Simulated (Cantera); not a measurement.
An isothermal, constant-pressure homogeneous reactor starts with C2H6 : N2 = 1 : 20 (molar parts), at 1450 K and 100000 Pa.

Computed with Cantera and GRI-Mech 3.0 (53 species, 325 reactions). GRI-Mech 3.0 stops at C3 and has no aromatics, soot or wall deposition, so with more carbon than oxygen in the feed, carbon stays in small species such as C2H2 where larger ones or solid carbon would form.

Question: Predict: x(C2H6) at 10.0 s; x(C2H2) at 10.0 s; x(C2H4) at 10.0 s; x(H2) at 10.0 s; x(C2H) at 10.0 s.

Answer: 
| Quantity | Value |
|---|---|
| x(C2H6) at 10.0 s | 1.66e-6 (gas-phase equilibrium 5.79e-7) |
| x(C2H2) at 10.0 s | 0.0388 (gas-phase equilibrium 0.0147) |
| x(C2H4) at 10.0 s | 0.00138 (gas-phase equilibrium 0.000560) |
| x(H2) at 10.0 s | 0.0753 (gas-phase equilibrium 0.0806) |
| x(C2H) at 10.0 s | 1.78e-9 (gas-phase equilibrium 6.73e-10) |
